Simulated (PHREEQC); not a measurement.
# Spent oxide etchant

Solution (20 °C): 0.084 mol NH4HF2, 0.1 mol (NH4)2SiF6, 0.24 mol H3PO4 and 0.032 mol H2SO4 per kg of water. Closed to the air; pH follows from the charge balance.

All values are PHREEQC results (ion-association model, wateq4f.dat), not measurements.

```yaml
pH: 1.51
ionic_strength: 0.426 mol/kgw
activity_of_water: 0.986
total_alkalinity: -788 meq/kg
```

```
species  molality  activity   log γ
-------  --------  --------  ------
NH4+        0.274     0.201  -0.135
H3PO4       0.175     0.193   0.043
SiF6-2      0.100    0.0230  -0.638
HF         0.0967     0.107   0.043
H2PO4-     0.0647    0.0455  -0.153
H+         0.0398    0.0307  -0.113
H2F2       0.0321    0.0355   0.043
SO4-2      0.0118   0.00262  -0.655
HSO4-      0.0104   0.00703  -0.168
NH4SO4-   0.00980   0.00679  -0.159
F-        0.00391   0.00253  -0.189
HF2-      0.00154  0.000995  -0.189
HPO4-2    3.89e-7   8.94e-8  -0.638
NH3       2.60e-9   2.60e-9   0.000
```

Precipitation was switched off in this run. wateq4f.dat counts part of the HF as a dimer, H2F2, which phreeqc.dat doesn't know; its constant is uncertain. H3PO4, which wateq4f.dat lacks, is added to it with the constant of phreeqc.dat. SiF6-2 is the database's only silicon fluoride.
